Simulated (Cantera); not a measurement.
Input (Python, Cantera):

```python
import numpy as np
import cantera as ct

gas = ct.Solution("gri30.yaml")


def delay(T, t_max=10):
    gas.TPX = T, 680000, {'CH4': 1, 'O2': 3.51, 'N2': 18.2}
    reactor = ct.IdealGasReactor(gas, clone=False)
    net = ct.ReactorNet([reactor])
    net.rtol, net.atol = 1e-8, 1e-16
    while net.time < t_max:
        t_old, T_old = net.time, reactor.T
        net.step()
        if reactor.T > T + 400:  # ignition: a rise of 400 K
            return t_old + (T + 400 - T_old) / (reactor.T - T_old) * (net.time - t_old)
    return np.nan


taus = []
for T in [1375, 1450, 1525, 1600, 1675]:
    taus.append(delay(T))
    print(f"T0 = {T:6g} K   tau = {taus[-1]:.4e} s")

# d ln(tau) / d ln(k), from doubling and halving each rate constant
T, sens = 1525, []
for i in range(gas.n_reactions):
    gas.set_multiplier(2.0, i)
    up = delay(T)
    gas.set_multiplier(0.5, i)
    down = delay(T)
    gas.set_multiplier(1.0, i)
    sens.append((np.log(up / down) / np.log(4.0), gas.reaction(i).equation))
sens.sort(key=lambda x: -abs(x[0]))
print(f"sensitivities at {T} K")
for s, eq in sens[:10]:
    print(f"{s:8.3f}  {eq}")
```

Result:

```
T0 =   1375 K   tau = 9.3373e-04 s
T0 =   1450 K   tau = 4.2984e-04 s
T0 =   1525 K   tau = 2.0886e-04 s
T0 =   1600 K   tau = 1.0728e-04 s
T0 =   1675 K   tau = 5.8364e-05 s
sensitivities at 1525 K
  -0.476  CH3 + O2 <=> CH3O + O
   0.389  2 CH3 (+M) <=> C2H6 (+M)
  -0.344  H + O2 <=> O + OH
  -0.247  CH3 + HO2 <=> CH3O + OH
   0.243  CH4 + H <=> CH3 + H2
  -0.182  CH3 + O2 <=> CH2O + OH
  -0.134  CH2O + O2 <=> HCO + HO2
   0.117  CH4 + OH <=> CH3 + H2O
  -0.089  2 CH3 <=> C2H5 + H
  -0.083  CH3 + HO2 <=> CH4 + O2
```

Detailed kinetics in Cantera: GRI-Mech 3.0 (53 species, 325 reactions).
